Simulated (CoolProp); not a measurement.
Saturated liquid density (kg/m³) of dodecamethylpentasiloxane (MD3M): the reference equation beside estimates from Tc = 354.9 °C, pc = 9.540 bar, ω = 0.730. Rackett uses Z = 0.29056 − 0.08775 ω.

Model: reference Helmholtz-energy equation of state, Thol 2019, in CoolProp.

| T (°C) | reference | Rackett | van der Waals | Soave-Redlich-Kwong |
|---|---|---|---|---|
| 144.75 | 751.2 | 919.4 | … | 663.7 |
| 158.75 | … | 900.1 | 405.6 | 652.2 |
| 172.85 | 721.1 | 880.1 | … | 639.7 |
| 186.95 | 705.4 | 859.5 | 389.5 | 626.2 |
| 201.05 | 689.2 | 838.1 | 380.9 | 611.6 |
| 215.15 | 672.4 | 815.8 | 371.9 | 595.7 |
| 229.25 | 654.8 | 792.6 | 362.4 | 578.4 |
| 243.35 | 636.3 | 768.1 | 352.2 | 559.5 |
| 257.35 | 616.9 | 742.4 | 341.5 | 538.8 |
| 271.45 | 595.8 | 714.6 | 329.8 | 515.6 |

Some entries are withheld; supply them.


- 144.75, van der Waals: 413.0
- 158.75, reference: 736.4
- 172.85, van der Waals: 397.7

Absolute difference from the reference over all 10 rows, mean and median: Rackett 21.3 and 21.5 %, van der Waals 44.8 and 44.7 %, Soave-Redlich-Kwong 11.8 and 11.5 %.
